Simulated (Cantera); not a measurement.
A Cantera script and its output.

```python
import numpy as np
import cantera as ct

gas = ct.Solution("gri30.yaml")


def delay(T, t_max=10):
    gas.TPX = T, 390000, {'H2': 1, 'O2': 0.893, 'N2': 3.36}
    reactor = ct.IdealGasConstPressureReactor(gas, clone=False)
    net = ct.ReactorNet([reactor])
    net.rtol, net.atol = 1e-8, 1e-16
    while net.time < t_max:
        t_old, T_old = net.time, reactor.T
        net.step()
        if reactor.T > T + 400:  # ignition: a rise of 400 K
            return t_old + (T + 400 - T_old) / (reactor.T - T_old) * (net.time - t_old)
    return np.nan


taus = []
for T in [1075, 1175, 1275, 1375, 1475, 1575, 1675, 1775, 1875]:
    taus.append(delay(T))
    print(f"T0 = {T:6g} K   tau = {taus[-1]:.4e} s")
```

Output:

```
T0 =   1075 K   tau = 8.7600e-04 s
T0 =   1175 K   tau = 2.2136e-05 s
T0 =   1275 K   tau = 9.8851e-06 s
T0 =   1375 K   tau = 6.1274e-06 s
T0 =   1475 K   tau = 4.3963e-06 s
T0 =   1575 K   tau = 3.4880e-06 s
T0 =   1675 K   tau = 3.0028e-06 s
T0 =   1775 K   tau = 2.7686e-06 s
T0 =   1875 K   tau = 2.7010e-06 s
```

Model: GRI-Mech 3.0 (53 species, 325 reactions), integrated in Cantera. The hydrogen kinetics of GRI-Mech 3.0 are dated; newer H2 mechanisms differ, most at raised pressure. Where the delays flatten at high temperature, the 400 K rule measures the pace of heat release, not the induction time.
